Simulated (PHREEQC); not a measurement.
A solution holds 166 mmol/kgw KOH, at 20 °C. Closed to the air; pH follows from the charge balance.

Computed with PHREEQC (ion-association model, phreeqc.dat).

```json
{
 "pH": "13.25",
 "ionic_strength": "0.166 mol/kgw",
 "activity_of_water": "0.994",
 "specific_conductance": "32200 µS/cm",
 "density": "1.007 g/cm³",
 "total_alkalinity": "166 meq/kg"
}
```

```tsv
species	molality	activity	log γ
OH-	0.166	0.120	-0.140
K+	0.166	0.121	-0.138
```

No solid was allowed to form.
